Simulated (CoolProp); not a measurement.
The numbers come from the reference Helmholtz-energy equation of state, Smukala 2000 in CoolProp.

**Question.** For ethylene, give the phase and the Z, cv (kJ/(kg K)), Joule-Thomson coefficient (K/MPa), isothermal compressibility (1/MPa) at 161.95 °C and 9.17 MPa; 161.95 °C and 18.3 MPa.

**Answer.** 
- 161.95 °C and 9.17 MPa: supercritical; Z 0.871, cv 1.77, Joule-Thomson coefficient 3.35, isothermal compressibility 0.122
- 161.95 °C and 18.3 MPa: supercritical; Z 0.821, cv 1.81, Joule-Thomson coefficient 2.06, isothermal compressibility 0.0541
